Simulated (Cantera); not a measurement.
What does this Cantera script print?

```python
import numpy as np
import cantera as ct

gas = ct.Solution("gri30.yaml")
gas.TPX = 1075, 100000, {'N2O': 1, 'H2O': 0.097}
reactor = ct.IdealGasConstPressureReactor(gas, energy="off", clone=False)
net = ct.ReactorNet([reactor])
net.rtol, net.atol = 1e-08, 1e-18
show = ['N2O', 'H2O', 'H2O2', 'NO', 'O2', 'HO2', 'H2']
times = np.geomspace(1e-06, 50, 14)

steps = ct.SolutionArray(gas, extra=["t"])
rows = []
print(f"{'t/s':>10s}{'T/K':>9s}{'P/Pa':>11s}" + "".join(f"{s:>11s}" for s in show))
for t in times:
    while net.time < t:
        t_next = net.step()
        steps.append(gas.state, t=t_next)
    rows.append([np.interp(t, steps.t, y) for y in (steps.T, steps.P, *steps(*show).X.T)])
    print(f"{t:10.3e}{rows[-1][0]:9.1f}{rows[-1][1]:11.4g}" + "".join(f"{x:11.3e}" for x in rows[-1][2:]))
rate = np.gradient(steps.T, steps.t)
print("integrator steps:", len(steps.t))
if steps.T.max() > steps.T[0] + 200:
    print(f"time of steepest temperature rise: {steps.t[rate.argmax()]:.4e} s")
gas.TPX = 1075, 100000, {'N2O': 1, 'H2O': 0.097}
gas.equilibrate("TP")
print(f"equilibrium (TP): T = {gas.T:.1f} K  " + "  ".join(f"{s} {gas[s].X[0]:.3e}" for s in show))
```

Result:

```
       t/s      T/K       P/Pa        N2O        H2O       H2O2         NO         O2        HO2         H2
 1.000e-06   1075.0      1e+05  9.116e-01  8.842e-02  2.972e-20  1.476e-10  1.150e-09  5.545e-14  1.552e-19
 3.910e-06   1075.0      1e+05  9.116e-01  8.842e-02  9.255e-18  2.041e-09  1.589e-08  3.030e-12  8.975e-17
 1.529e-05   1075.0      1e+05  9.116e-01  8.842e-02  3.114e-15  2.243e-08  1.747e-07  1.402e-10  2.449e-14
 5.980e-05   1075.0      1e+05  9.116e-01  8.842e-02  5.578e-13  1.484e-07  1.155e-06  4.162e-09  1.734e-12
 2.338e-04   1075.0      1e+05  9.116e-01  8.842e-02  4.650e-11  6.639e-07  5.174e-06  7.484e-08  4.622e-11
 9.144e-04   1075.0      1e+05  9.115e-01  8.842e-02  4.203e-09  2.662e-06  2.100e-05  8.389e-07  7.442e-10
 3.576e-03   1075.0      1e+05  9.113e-01  8.841e-02  1.218e-07  9.501e-06  8.557e-05  2.496e-06  6.695e-09
 1.398e-02   1075.0      1e+05  9.105e-01  8.839e-02  1.194e-07  2.853e-05  3.429e-04  2.046e-06  2.633e-08
 5.468e-02   1075.0      1e+05  9.073e-01  8.829e-02  7.463e-08  8.496e-05  1.345e-03  1.536e-06  3.695e-08
 2.138e-01   1075.0      1e+05  8.953e-01  8.793e-02  4.770e-08  3.400e-04  5.217e-03  9.761e-07  1.768e-08
 8.362e-01   1075.0      1e+05  8.508e-01  8.659e-02  4.204e-08  1.543e-03  1.967e-02  4.527e-07  8.515e-09
 3.270e+00   1075.0      1e+05  7.070e-01  8.223e-02  4.329e-08  5.627e-03  6.688e-02  1.650e-07  5.264e-09
 1.279e+01   1075.0      1e+05  3.900e-01  7.260e-02  3.204e-08  1.369e-02  1.717e-01  5.229e-08  3.234e-09
 5.000e+01   1075.0      1e+05  7.949e-02  6.317e-02  1.122e-08  1.884e-02  2.760e-01  1.495e-08  1.194e-09
integrator steps: 1368
equilibrium (TP): T = 1075.0 K  N2O 5.040e-09  H2O 6.074e-02  H2O2 2.341e-10  NO 7.373e-05  O2 3.130e-01  HO2 2.989e-09  H2 7.657e-11
```

Cantera simulation using GRI-Mech 3.0 (53 species, 325 reactions); the numbers are that mechanism's predictions, not measurements. GRI-Mech 3.0 was tuned for natural gas; its chemistry of N2O as a main component is partial and can be far from experiment. The mechanism lacks the step 2 NO + O2 → 2 NO2, which can matter for NO2 below about 1400 K. The temperature is held fixed by assumption; the heat of reaction is taken as removed at once.
